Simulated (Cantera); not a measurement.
A perfectly stirred reactor is fed with N2O : H2 : N2 = 1 : 0.003 : 2.5 (molar parts), at 1.01 bar; it is held at 1275 K, and followed from long to short residence time.

Detailed kinetics in Cantera: GRI-Mech 3.0 (53 species, 325 reactions). GRI-Mech 3.0 was tuned for natural gas; its chemistry of N2O as a main component is partial and can be far from experiment. The mechanism lacks the step 2 NO + O2 → 2 NO2, which can matter for NO2 below about 1400 K. The temperature is held fixed by assumption; the heat of reaction is taken as removed at once.

Problem. Predict: x(N2O) at τ = 2.30 s; x(H2) at τ = 2.30 s; x(HO2) at τ = 2.30 s; x(O2) at τ = 2.30 s; x(N2) at τ = 2.30 s; x(N2O) at τ = 0.130 s; x(H2) at τ = 0.130 s; x(HO2) at τ = 0.130 s; x(O2) at τ = 0.130 s; x(N2) at τ = 0.130 s.

Solution. 
```json
{
 "x(N2O) at τ = 2.30 s": "0.0531",
 "x(H2) at τ = 2.30 s": "2.37e-6",
 "x(HO2) at τ = 2.30 s": "1.82e-8",
 "x(O2) at τ = 2.30 s": "0.0927",
 "x(N2) at τ = 2.30 s": "0.836",
 "x(N2O) at τ = 0.130 s": "0.216",
 "x(H2) at τ = 0.130 s": "2.46e-5",
 "x(HO2) at τ = 0.130 s": "8.46e-8",
 "x(O2) at τ = 0.130 s": "0.0262",
 "x(N2) at τ = 0.130 s": "0.749"
}
```
